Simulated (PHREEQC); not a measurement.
## Brine (model solution)

Consider water at 25 °C with 4.6 mol/kgw HCl and 0.22 mol/kgw Na2SO4. Closed to the air; pH follows from the charge balance.

The numbers come from PHREEQC with the Pitzer model, pitzer.dat.

Precipitation was switched off in this run.

Problem. Predict the pH.

Solution. pH -1.56.

Problem. In which forms is S present?

Solution. HSO4- 81 %, SO4-2 19 % of the S.

In brines, pH and single-ion activities rest on the MacInnes convention.
